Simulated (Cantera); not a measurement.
A Cantera script and what it prints.

```python
import numpy as np
import cantera as ct

gas_names = """
    AL ALCL ALCL2 ALCL3 ALH AL2 AL2CL6 CL CL2 H HCL H2
""".split()
cond_names = """
    AL(cr) AL(L) ALCL3(s) ALCL3(L)
""".split()


# ... load() reads the species with a 1 bar reference pressure and builds the phases ...
atoms = {
    'Al': {'AL': 1},
    'Cl2': {'CL': 2},
    'H2': {'H': 2},
}
top_T = {}  # K; cautious upper limits of use, not melting points


# ... equilibrate(T, P, feed) seeds the gas with the atoms and calls Mixture.equilibrate('TP', solver="vcs", rtol=1e-11, max_steps=5000) ...
results = []
feed = {'Al': 1, 'Cl2': 1.4, 'H2': 36}  # mol
P = 7  # Pa
for T in [423, 473, 523, 573, 623, 673, 723, 773, 823, 873, 923, 973, 1023, 1073]:
    mix = equilibrate(T, P, feed)
    results.append((T, P, feed, dict(zip(mix.species_names, mix.species_moles))))

top = {s: max(r[3][s] / sum(r[3][g] for g in gas_names) for r in results) for s in gas_names}
cols = sorted((s for s in top if top[s] > 1e-05), key=lambda s: -top[s])[:9]
seen = [c for c in cond_names if any(r[3].get(c, 0) > 1e-12 for r in results)]
print("log10 of partial pressures in bar; condensed amounts in mol")
print(f"{'T/K':>10s}" + "".join(f"{s[:9]:>10s}" for s in cols + seen))
for T, P, feed, n in results:
    ng = sum(n[g] for g in gas_names)
    print(f"{T:10.4g}" + "".join(f"{np.log10(max(n[s] / ng * P / 1e5, 1e-99)):10.3f}" for s in cols)
          + "".join(f"{n.get(c, 0):10.4g}" for c in seen))
```

Output:

```
log10 of partial pressures in bar; condensed amounts in mol
       T/K        H2     ALCL3    AL2CL6       HCL      ALCL     ALCL2    AL(cr)
       423    -4.161    -6.858    -6.083   -15.669   -14.565   -14.421   0.06667
       473    -4.163    -6.143    -6.275   -14.096   -12.467   -12.526   0.06667
       523    -4.165    -5.815    -6.921   -12.910   -10.858   -11.163   0.06666
       573    -4.166    -5.759    -7.877   -12.002    -9.604   -10.183   0.06657
       623    -4.166    -5.753    -8.757   -11.255    -8.569    -9.391   0.06565
       673    -4.166    -5.755    -9.513   -10.621    -7.692    -8.723   0.05919
       723    -4.167    -5.763   -10.175   -10.079    -6.941    -8.154   0.02514
       773    -4.167    -5.771   -10.747    -9.382    -6.738    -7.883         0
       823    -4.167    -5.771   -11.235    -8.677    -6.742    -7.735         0
       873    -4.167    -5.773   -11.666    -8.057    -6.742    -7.603         0
       923    -4.167    -5.777   -12.052    -7.514    -6.726    -7.479         0
       973    -4.167    -5.787   -12.408    -7.049    -6.675    -7.352         0
      1023    -4.168    -5.807   -12.750    -6.664    -6.574    -7.216         0
      1073    -4.170    -5.844   -13.097    -6.350    -6.432    -7.078         0
```

Equilibrium computed with Cantera from the NASA thermochemical tables; the gas is ideal and each condensed phase is pure. The tables' values for AlCl2 are old estimates; treat these amounts as uncertain.
